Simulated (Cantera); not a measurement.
# Gas-phase reforming

An isothermal, constant-pressure homogeneous reactor starts with 19.2 % CH4, 57.7 % CO2, 23.1 % H2, at 2050 K and 3750 Torr.

Computed with Cantera and GRI-Mech 3.0 (53 species, 325 reactions).

```tsv
t (s)	x CH4	x CO2	x H2	x HO2	x O	x C2H6	x C2H2
3.00e-5	0.129	0.499	0.244	9.39e-11	2.05e-8	0.000506	0.0175
0.000196	0.0347	0.266	0.184	1.35e-10	3.67e-8	6.37e-5	0.0558
0.00128	0.00828	0.125	0.176	1.14e-10	5.95e-8	4.86e-6	0.0343
0.00838	0.00161	0.0830	0.241	4.53e-11	6.46e-8	1.22e-7	0.00166
0.0548	2.89e-8	0.0801	0.246	4.32e-11	6.59e-8	<1e-12	1.92e-11
0.358	2.89e-8	0.0801	0.246	4.32e-11	6.59e-8	<1e-12	1.90e-11
2.34	2.89e-8	0.0801	0.246	4.32e-11	6.59e-8	<1e-12	1.90e-11
15.3	2.89e-8	0.0801	0.246	4.32e-11	6.59e-8	<1e-12	1.90e-11
100	2.89e-8	0.0801	0.246	4.32e-11	6.59e-8	<1e-12	1.90e-11
```
x: mole fraction; the columns are a selection and need not sum to one.

Equilibrium at this temperature and pressure: CH4 3.19e-8, CO2 0.0801, H2 0.246, HO2 4.32e-11, O 6.59e-8, C2H6 <1e-12, C2H2 2.09e-11 (gas phase only).
